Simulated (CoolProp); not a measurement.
Aqueous potassium acetate as a coolant, at -9 °C, 1 atm.

The numbers come from the Melinder's fits for secondary coolants in CoolProp.

```
mass %  freezing point (°C)  cp (kJ/(kg K))  density (kg/m³)  conductivity (W/(m K))  Prandtl number
------  -------------------  --------------  ---------------  ----------------------  --------------
18.6                  -10.1           3.511             1102                   0.494      (withheld)
21.9             (withheld)           3.410             1121                   0.485            30.7
25.3             (withheld)      (withheld)             1141                   0.476            34.2
28.7                  -21.1           3.209       (withheld)                   0.467            38.5
32               (withheld)           3.113             1181                   0.458            43.9
```

Question: Some entries are withheld; supply them.

Answer: 
- 18.6, Prandtl number: 28.1
- 21.9, freezing point (°C): -12.9
- 25.3, freezing point (°C): -16.6
- 25.3, cp (kJ/(kg K)): 3.309
- 28.7, density (kg/m³): 1161
- 32, freezing point (°C): -26.4
